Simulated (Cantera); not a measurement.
Input (Python, Cantera) and output of one run.

```python
import numpy as np
import cantera as ct

gas_names = """
    B BH BH2 BH3 BN BO BO2 B2 B2O B2O2 B2O3 B3O3H3 H HBO HBO2 HNO HNO2 HNO3 HO2 H2 H2O H2O2 H3B3O6 N NH
    NH2 NH3 NH2OH NO NO2 NO3 N2 N2H2 N2H4 N2O O OH O2 O3
""".split()
cond_names = """
    B(b) B(L) BN(s) B2O3(L) B3O3H3(cr) H2O(s) H2O(L)
""".split()


# ... load() reads the species with a 1 bar reference pressure and builds the phases ...
atoms = {
    'B2H6': {'B': 2, 'H': 6},
    'N2': {'N': 2},
    'H2O': {'H': 2, 'O': 1},
}
top_T = {'BN(s)': 3200}  # K; cautious upper limits of use, not melting points


# ... equilibrate(T, P, feed) seeds the gas with the atoms and calls Mixture.equilibrate('TP', solver="vcs", rtol=1e-11, max_steps=5000) ...
results = []
feed = {'B2H6': 1, 'N2': 5.9, 'H2O': 3.9}  # mol
P = 24  # Pa
for T in [823, 1023, 1223, 1423, 1623, 1823, 2023, 2223, 2423]:
    mix = equilibrate(T, P, feed)
    results.append((T, P, feed, dict(zip(mix.species_names, mix.species_moles))))

top = {s: max(r[3][s] / sum(r[3][g] for g in gas_names) for r in results) for s in gas_names}
cols = sorted((s for s in top if top[s] > 0.001), key=lambda s: -top[s])[:9]
seen = [c for c in cond_names if any(r[3].get(c, 0) > 1e-12 for r in results)]
print("log10 of partial pressures in bar; condensed amounts in mol")
print(f"{'T/K':>10s}" + "".join(f"{s[:9]:>10s}" for s in cols + seen))
for T, P, feed, n in results:
    ng = sum(n[g] for g in gas_names)
    print(f"{T:10.4g}" + "".join(f"{np.log10(max(n[s] / ng * P / 1e5, 1e-99)):10.3f}" for s in cols)
          + "".join(f"{n.get(c, 0):10.4g}" for c in seen))
```

Result:

```
log10 of partial pressures in bar; condensed amounts in mol
       T/K        H2        N2         H      HBO2       H2O        BO         O      B2O3       BO2   B2O3(L)
       823    -3.949    -3.956   -13.109    -8.945    -4.773   -21.806   -26.298   -15.983   -21.327    0.9995
      1023    -3.949    -3.956   -10.358    -6.765    -4.775   -15.686   -20.100   -11.008   -15.630    0.9953
      1223    -3.953    -3.960    -8.498    -5.359    -4.838   -11.580   -15.970    -7.716   -11.845    0.8812
      1423    -3.980    -3.986    -7.168    -4.626    -5.395    -8.414   -13.480    -5.387    -9.383   0.08339
      1623    -3.986    -3.990    -6.154    -4.644    -5.337    -7.074   -11.134    -5.247    -8.101         0
      1823    -4.001    -3.994    -5.364    -4.679    -5.232    -6.119    -9.229    -5.239    -7.115         0
      2023    -4.056    -4.009    -4.749    -4.736    -5.109    -5.445    -7.617    -5.328    -6.330         0
      2223    -4.208    -4.051    -4.298    -4.887    -5.026    -5.035    -6.204    -5.591    -5.737         0
      2423    -4.528    -4.131    -4.015    -5.370    -5.306    -4.799    -5.180    -6.174    -5.501         0
```

Equilibrium computed with Cantera from the NASA thermochemical tables; the gas is ideal and each condensed phase is pure. The feed counts by its element totals alone.
